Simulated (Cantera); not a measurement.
Gas mixture: CO₂ : H₂ = 0.8 : 0.69 (molar parts), at 1000000 Pa, frozen composition.

Cantera's kinetic-theory transport with the Lennard-Jones parameters of GRI-Mech 3.0, ideal gas; thermal conductivity in the mixture-averaged form.

One state of this run: ρ (kg/m³) = 2.04; cp (J/kg/K) = 1875; μ (µPa s) = 52.2; λ (mW/m/K) = 237; Pr = 0.412; D (cm²/s) NO = 0.377; D (cm²/s) H = 2.06; D (cm²/s) CO₂ = 0.966. D: mixture-averaged diffusion coefficient of that species in the mixture.

### Question
Which value of T (K) does it belong to?
(A) 850
(B) 1000
(C) 550
(D) 1450

### Answer
D, 1450
